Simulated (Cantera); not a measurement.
Predominance diagram of Mg at 677 °C against the partial pressures of O₂ and Br₂ (log10, bar). Cantera with NASA thermochemical tables; ideal gases at 1 bar, condensed phases pure. Candidates: Mg(l), MgBr₂(s), MgO(s). Only these pure phases compete in this equilibrium. Not in the tables: oxide halides.

```
log p(Br₂) \ log p(O₂)
        columns: -18, -16.8, -15.6, -14.4, -13.2, -12, -10.8, -9.6, -8.4, -7.2, -6, -4.8, -3.6, -2.4, -1.2, 0
      0  A A A A A A A B B B B B B B B B
   -2.1  A A A A B B B B B B B B B B B B
   -4.2  B B B B B B B B B B B B B B B B
   -6.3  B B B B B B B B B B B B B B B B
   -8.4  B B B B B B B B B B B B B B B B
  -10.5  B B B B B B B B B B B B B B B B
  -12.5  B B B B B B B B B B B B B B B B
  -14.6  B B B B B B B B B B B B B B B B
  -16.7  B B B B B B B B B B B B B B B B
  -18.8  B B B B B B B B B B B B B B B B
  -20.9  B B B B B B B B B B B B B B B B
    -23  B B B B B B B B B B B B B B B B
```

A: MgBr₂(s); B: MgO(s).
